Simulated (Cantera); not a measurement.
Charge: 1 mol Si, 0.77 mol Br2, 98 mol N2, held at 1198 K.

Cantera equilibrium calculation (NASA polynomials, part measured and part estimated; ideal gas, pure solids and liquids). Candidate condensed phases: Br2, Si, Si3N4; 13 gas species. N2 is the only nitrogen source here; it is nearly inert below about 1500 K, so the nitride shown seldom forms there in practice. The tables' values for SiBr3 are old estimates; treat these amounts as uncertain. Kinetics and transport are ignored.

x: gas mole fraction; n: condensed amount in mol.

```csv
P (Pa),x N2,x Br,x SiBr2,x SiBr4,n Si3N4(s)
1,0.988,(withheld),0.00355,5.55e-6,0.216
10,0.990,(withheld),0.00394,0.000318,0.189
100,0.993,(withheld),0.00156,0.00232,0.199
1000,0.995,(withheld),0.000282,0.00351,0.206
10000,0.996,(withheld),4.32e-5,0.00382,0.206
100000,0.996,(withheld),6.40e-6,0.00390,0.205
```

What belongs in the gaps?


- 1, x Br: 0.00841
- 10, x Br: 0.00604
- 100, x Br: 0.00259
- 1000, x Br: 0.000751
- 10000, x Br: 0.000200
- 100000, x Br: 5.25e-5
